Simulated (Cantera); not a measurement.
**Dilute partial oxidation**

An isothermal, constant-pressure homogeneous reactor starts with C2H6 : O2 : N2 : CH4 = 0.011 : 0.0068 : 1 : 0.055 (molar parts), equivalence ratio 22, at 1600 K and 140000 Pa.

Cantera simulation using GRI-Mech 3.0 (53 species, 325 reactions); the numbers are that mechanism's predictions, not measurements. GRI-Mech 3.0 stops at C3 and has no aromatics, soot or wall deposition, so with more carbon than oxygen in the feed, carbon stays in small species such as C2H2 where larger ones or solid carbon would form.

```
t (s)       x C2H6      x O2    x HO2    x CH2      x CO     x CO2
--------  --------  --------  -------  -------  --------  --------
2.00e-5    0.00949   0.00632  9.32e-7  4.19e-7   1.85e-6   8.20e-7
6.07e-5    0.00819   0.00621  1.19e-6  6.60e-7   2.87e-5   6.73e-6
0.000184   0.00540   0.00583  1.24e-6  5.56e-7  0.000219   2.39e-5
0.000558   0.00192   0.00482  9.28e-7  3.98e-7  0.000998   5.94e-5
0.00169   0.000454   0.00319  4.13e-7  2.80e-7   0.00262  0.000119
0.00514   0.000160   0.00151  1.22e-7  1.24e-7   0.00440  0.000182
0.0156     6.26e-5  0.000413  2.76e-8  3.76e-8   0.00541  0.000214
0.0473     2.87e-5   2.04e-5  1.55e-9  1.29e-8   0.00575  0.000221
0.143      1.18e-5   1.27e-9   <1e-12  7.91e-9   0.00582  0.000209
0.435      2.88e-6    <1e-12   <1e-12  4.29e-9   0.00613  0.000164
1.32       6.21e-7    <1e-12   <1e-12  2.17e-9   0.00706  0.000129
4.00       3.00e-7    <1e-12   <1e-12  1.36e-9   0.00906   8.93e-5
```
x: mole fraction; the columns are a selection and need not sum to one.

Equilibrium at this temperature and pressure: C2H6 5.47e-8, O2 <1e-12, HO2 <1e-12, CH2 4.40e-10, CO 0.0118, CO2 1.10e-9 (gas phase only).
